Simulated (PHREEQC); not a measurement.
Dissolve 0.024 mol/kgw TMAH, 0.0014 mol/kgw K2SiO3 and 0.037 mol/kgw (CH3)4NCl at 25 °C. Closed to the air; pH follows from the charge balance.

Model: ion-association model, phreeqc.dat, run in PHREEQC.

| quantity | before | after |
|---|---|---|
| pH | 12.30 | 2.05 |
| H3SiO4- (mol/kgw) | 0.00112 | 2.82e-11 |
| H4SiO4 (mol/kgw) | 3.04e-6 | 0.00140 |
| SI of Quartz (SiO2) | -1.53 | +1.13 |

**Question.** What was changed between the two runs?
A. (CH3)4NCl from 0.037 to 0.185 mol/kgw
B. (CH3)4NCl replaced by HCl at the same molality
C. TMAH from 0.024 to 0.0216 mol/kgw
D. temperature from 25 to 75 °C

**Answer.** B, (CH3)4NCl replaced by HCl at the same molality

No solid was allowed to form. Some of these states are supersaturated (in Quartz (slow to form), Chalcedony (slow to form), for instance). (CH3)4N+ isn't in the database: it is added as a free cation with an ion size of 4 Å.
